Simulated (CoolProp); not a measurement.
R245ca at 293.15 K and 0.0546 MPa is compressed adiabatically to 0.136 MPa with isentropic efficiency 0.85. Each further row changes one setting.

Computed with CoolProp (reference Helmholtz-energy equation of state, Zhou 2016).

| case | work (kJ/kg) | final temperature (K) | final density (kg/m³) |
|---|---|---|---|
| as stated | ? | ? | ? |
| efficiency 1 | ? | ? | 7.32 |
| efficiency 0.65 | 25.6 | ? | ? |

**Question.** Some entries are withheld; supply them.

**Answer.** 
- as stated, work (kJ/kg): 19.5
- as stated, final temperature (K): 316.5
- as stated, final density (kg/m³): 7.24
- efficiency 1, work (kJ/kg): 16.6
- efficiency 1, final temperature (K): 313.4
- efficiency 0.65, final temperature (K): 322.7
- efficiency 0.65, final density (kg/m³): 7.07
